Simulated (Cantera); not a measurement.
Charge: 1 mol TiCl4, 5.6 mol O2, at 625 K and 13.3 mbar.

Cantera equilibrium calculation (NASA polynomials, part measured and part estimated; ideal gas, pure solids and liquids). Candidate condensed phases: Ti, TiCl2, TiCl3, TiCl4, TiO, TiO2, Ti2O3, Ti3O5, Ti4O7; 15 gas species. Condensed phases not in the tables: TiOCl. Kinetics and transport are ignored.

Problem. What is the equilibrium state?

Solution. 
| Item | Value |
|---|---|
| x(O2) | 0.697 |
| x(Cl2) | 0.303 |
| n(TiO2(rutile)) | 1.00 mol |
| gas amount | 6.600 mol |
| log10 activity of TiCl4(l) (absent) | -16.03 |
| log10 activity of TiCl3(s) (absent) | -22.12 |
| log10 activity of Ti4O7(s) (absent) | -25.01 |
